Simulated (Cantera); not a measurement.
## Al + O₂ + H₂ (metals in furnace atmospheres)

A closed system holds: 1 mol Al, 0.005 mol O₂, 22 mol H₂, equilibrated at 0.00133 bar.

Equilibrium computed with Cantera from the NASA thermochemical tables; the gas is ideal and each condensed phase is pure. Candidate condensed phases: Al, Al₂O₃, H₂O; 19 gas species. Mutual solubility and eutectic melting of coexisting phases are not modelled. Kinetics and transport are ignored.

```
T (K)   x H₂      x Al    x Al₂O       x H     x AlH     x Al₂    x AlOH  n Al(l)  n Al₂O₃(s)
-----  -----  --------  --------  --------  --------  --------  --------  -------  ----------
1075   1.000   5.25e-7   4.03e-8   4.02e-7   2.33e-7    <1e-12  9.34e-12    0.993     0.00333
1125   1.000   2.48e-6   2.73e-7   1.22e-6   7.66e-7  8.08e-12  5.60e-11    0.993     0.00333
1175   1.000   1.03e-5   1.56e-6   3.36e-6   2.27e-6  6.30e-11  2.87e-10    0.993     0.00332
1225   1.000   3.77e-5   7.71e-6   8.54e-6   6.16e-6  4.13e-10   1.28e-9    0.992     0.00328
1275   1.000  0.000125   3.34e-5   2.02e-5   1.54e-5   2.33e-9   5.09e-9    0.989     0.00309
1325   0.999  0.000376  0.000129   4.48e-5   3.58e-5   1.15e-8   1.81e-8    0.980     0.00239
1375   0.998   0.00104  0.000450   9.38e-5   7.82e-5   5.01e-8   5.86e-8    0.955     2.63e-5
1425   0.997   0.00270  0.000453  0.000186  0.000161   1.97e-7   5.51e-8    0.917           0
1475   0.992   0.00652  0.000451  0.000354  0.000316   7.01e-7   5.14e-8    0.828           0
```
x: gas mole fraction; n: condensed amount in mol.

From 1075 K to 1375 K the condensed part is Al(l) + Al₂O₃(s). From 1425 K to 1475 K the condensed part is Al(l). The main Al-bearing gas is Al throughout.
